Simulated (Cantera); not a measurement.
Charge: 1 mol Ta₂O₅, 1.5 mol CO, a varied amount of C, held at 2475 K and 1 atm.

Method: chemical equilibrium by Gibbs-energy minimisation in Cantera with the NASA 1993 tables (ideal gas, pure condensed phases). Candidate condensed phases: C, Ta, TaC, Ta₂O₅; 15 gas species. Mutual solubility and eutectic melting of coexisting phases are not modelled. TaC: taken at fixed stoichiometry. Condensed phases not in the tables: Ta₂C. Rates play no part.

**Question.** At 4.7 mol C, list the 4 most abundant gas species with their mole fractions, and the condensed phases.

**Answer.** CO 0.998, CO₂ 0.00169, TaO₂ 0.000390, TaO 6.86e-5. Condensed: TaC(s) + Ta₂O₅(l).
